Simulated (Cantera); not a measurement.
## Equilibrium for hydrogen reduction and annealing atmospheres: Fe3O4 + H2

Feed: 1 mol Fe3O4, 480 mol H2, equilibrated at 2.30 mbar.

Equilibrium computed with Cantera from the NASA thermochemical tables; the gas is ideal and each condensed phase is pure. Candidate condensed phases: Fe, FeO, Fe(OH)2, Fe(OH)3, Fe2O3, Fe3O4, H2O; 12 gas species. Rates play no part.

```tsv
T (K)	log p H2	log p H2O	log p H	log p Fe	log p OH	n Fe(α)	n Fe(γ)
1173	-2.64	-4.72	-8.25	-10.71	-12.49	3.00	0
1198	-2.64	-4.72	-8.04	-10.33	-12.22	0	3.00
1223	-2.64	-4.72	-7.84	-9.98	-11.96	0	3.00
1248	-2.64	-4.72	-7.65	-9.63	-11.72	0	3.00
1273	-2.64	-4.72	-7.47	-9.30	-11.48	0	3.00
1298	-2.64	-4.72	-7.29	-8.99	-11.25	0	3.00
1323	-2.64	-4.72	-7.12	-8.68	-11.04	0	3.00
1348	-2.64	-4.72	-6.96	-8.39	-10.83	0	3.00
```
log p: log10 of the partial pressure in bar; n: condensed amount in mol.

At 1173 K the condensed part is Fe(α). From 1198 K to 1348 K the condensed part is Fe(γ).
